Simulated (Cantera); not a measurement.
Input: 1 mol CH₃SiCl₃, 0.012 mol C₂H₄, 1.2 mol H₂, equilibrated at 2600 Pa.

These are equilibrium values from Cantera (NASA tables, ideal gas, pure condensed phases), not measurements of a reactor. Candidate condensed phases: C, C₆H₆, C₇H₈, C₈H₁₈, Si, SiC; 109 gas species. The feed counts by its element totals alone. Kinetics and transport are ignored.

Over these rows the condensed part is C(graphite) + SiC(s). Partial pressures as log10 of bar:

```json
[
 {"T (K)": "1648", "1000/T (1/K)": "0.6068", "log p SiCl₄": "-4.14", "log p HCl": "-1.81", "log p H₂": "-2.04", "log p SiCl₂": "-2.94"},
 {"T (K)": "1723", "1000/T (1/K)": "0.5804", "log p SiCl₄": "-4.47", "log p HCl": "-1.82", "log p H₂": "-2.03", "log p SiCl₂": "-2.85"},
 {"T (K)": "1798", "1000/T (1/K)": "0.5562", "log p SiCl₄": "-4.80", "log p HCl": "-1.83", "log p H₂": "-2.02", "log p SiCl₂": "-2.78"},
 {"T (K)": "1873", "1000/T (1/K)": "0.5339", "log p SiCl₄": "-5.11", "log p HCl": "-1.85", "log p H₂": "-2.02", "log p SiCl₂": "-2.71"},
 {"T (K)": "1948", "1000/T (1/K)": "0.5133", "log p SiCl₄": "?", "log p HCl": "-1.86", "log p H₂": "-2.01", "log p SiCl₂": "-2.66"},
 {"T (K)": "2023", "1000/T (1/K)": "0.4943", "log p SiCl₄": "-5.68", "log p HCl": "-1.88", "log p H₂": "-2.00", "log p SiCl₂": "-2.62"}
]
```

Q: Fit log p(SiCl₄) = a + b·(1000/T) to the five rows, give the apparent enthalpy, and predict the row at 1948 K.

A: Means: 1000/T = 0.5543, log p = -4.840. Sxy = 0.102391, Sxx = 0.0074572, so b = 13.73 and a = -4.840 − (13.73)×0.5543 = -12.45.
Apparent enthalpy: −19.145 × (13.73) = -263 kJ/mol. With the condensed phases at unit activity, C(graphite) + 2 SiCl₂(g) = SiCl₄(g) + SiC(s) links this pressure to the main gases: over the six rows their terms move log p by +0.64 in all, so the slope isn't that reaction's ΔH° alone. The five rows lie within 0.02 of the line.
Prediction at 1948 K: -12.45 + (13.73)×0.5133 = -5.40. The computed value is -5.40, 0.00 from the line.
